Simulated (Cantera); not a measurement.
A Cantera script and what it prints.

```python
import numpy as np
import cantera as ct

gas_names = """
    CL CL2 H HCL H2 N NH NH2 NH3 N2 N2H2 N2H4 Si SiCL SiCL2 SiCL3 SiCL4 SiH SiHCL3 SiH2 SiH2CL2 SiH3
    SiH3CL SiH4 SiN Si2 Si2N Si3
""".split()
cond_names = """
    NH4CL(a) NH4CL(b) Si(cr) Si(L) Si3N4(a)
""".split()


# ... load() reads the species with a 1 bar reference pressure and builds the phases ...
atoms = {
    'SiH2Cl2': {'Si': 1, 'H': 2, 'CL': 2},
    'NH3': {'N': 1, 'H': 3},
    'N2': {'N': 2},
}
top_T = {'Si3N4(a)': 2400}  # K; cautious upper limits of use, not melting points


# ... equilibrate(T, P, feed) seeds the gas with the atoms and calls Mixture.equilibrate('TP', solver="vcs", rtol=1e-11, max_steps=5000) ...
results = []
feed = {'SiH2Cl2': 1, 'NH3': 1, 'N2': 5.4}  # mol
P = 380  # Pa
for T in [1325, 1375, 1425, 1475, 1525, 1575, 1625, 1675, 1725]:
    mix = equilibrate(T, P, feed)
    results.append((T, P, feed, dict(zip(mix.species_names, mix.species_moles))))

top = {s: max(r[3][s] / sum(r[3][g] for g in gas_names) for r in results) for s in gas_names}
cols = sorted((s for s in top if top[s] > 0.0001), key=lambda s: -top[s])[:8]
seen = [c for c in cond_names if any(r[3].get(c, 0) > 1e-12 for r in results)]
print("log10 of partial pressures in bar; condensed amounts in mol")
print(f"{'T/K':>10s}" + "".join(f"{s[:9]:>10s}" for s in cols + seen))
for T, P, feed, n in results:
    ng = sum(n[g] for g in gas_names)
    print(f"{T:10.4g}" + "".join(f"{np.log10(max(n[s] / ng * P / 1e5, 1e-99)):10.3f}" for s in cols)
          + "".join(f"{n.get(c, 0):10.4g}" for c in seen))
```

Result:

```
log10 of partial pressures in bar; condensed amounts in mol
       T/K        N2        H2       HCL     SiCL2     SiCL3     SiCL4         H        CL     Si(L)  Si3N4(a)
      1325    -2.640    -3.165    -3.095    -4.842    -5.402    -5.227    -7.369    -7.376         0    0.3145
      1375    -2.640    -3.157    -3.114    -4.512    -5.269    -5.363    -7.044    -7.082         0     0.302
      1425    -2.639    -3.143    -3.145    -4.241    -5.197    -5.559    -6.738    -6.826         0    0.2817
      1475    -2.637    -3.126    -3.192    -4.029    -5.191    -5.821    -6.450    -6.607         0    0.2542
      1525    -2.635    -3.107    -3.253    -3.870    -5.242    -6.141    -6.179    -6.421         0    0.2223
      1575    -2.633    -3.088    -3.325    -3.752    -5.336    -6.502    -5.925    -6.262         0    0.1894
      1625    -2.632    -3.072    -3.405    -3.666    -5.461    -6.889    -5.687    -6.124         0    0.1584
      1675    -2.630    -3.058    -3.490    -3.604    -5.604    -7.287    -5.464    -6.004         0    0.1308
      1725    -2.623    -3.058    -3.583    -3.570    -5.771    -7.700    -5.260    -5.896     0.323         0
```

Cantera equilibrium calculation (NASA polynomials, part measured and part estimated; ideal gas, pure solids and liquids). The tables' values for SiCl3, SiCl are old estimates; treat these amounts as uncertain.
